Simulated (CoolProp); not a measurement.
Model: reference Helmholtz-energy equation of state, de Reuck 1993, in CoolProp.

Task: For methanol, give the phase and the density (kg/m³), cp (kJ/(kg K)), expansivity (1/kK), viscosity (µPa s) at -13.85 °C and 43800 kPa.

Result: 
- -13.85 °C and 43800 kPa: liquid; density 853, cp 2.33, expansivity 0.954, viscosity 1300

Viscosity comes from a separate model (Xiang 2006).
